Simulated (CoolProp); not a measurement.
The numbers come from the reference Helmholtz-energy equation of state, Lemmon 2005 in CoolProp. It is a short technical equation, of lower accuracy than the large ones.

### Question
For cis-2-butene, give the phase and the density (kg/m³), cp (kJ/(kg K)), speed of sound (m/s), expansivity (1/kK) at 438.6 K and 5.27 MPa; 478.8 K and 5.27 MPa; 508.9 K and 5.27 MPa.

### Answer
- 438.6 K and 5.27 MPa: supercritical; density 365, cp 4.65, speed of sound 242, expansivity 15.1
- 478.8 K and 5.27 MPa: supercritical; density 124, cp 3.32, speed of sound 188, expansivity 10.4
- 508.9 K and 5.27 MPa: supercritical; density 98.7, cp 2.83, speed of sound 219, expansivity 5.86
